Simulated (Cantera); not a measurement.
Charge: 1 mol HgO, 0.22 mol O2, a varied amount of N2, equilibrated at 1025 K and 1.00 bar.

These are equilibrium values from Cantera (NASA tables, ideal gas, pure condensed phases), not measurements of a reactor. Candidate condensed phases: Hg, HgO; 10 gas species. Equilibrium is a limit: real reactors are often held back by kinetics, nucleation or transport.

### Question
At 3.1 mol N2, list the 4 most abundant gas species with their mole fractions, and the condensed phases.

### Answer
N2 0.643, Hg 0.207, O2 0.149, NO 3.12e-5. Condensed: gas only.
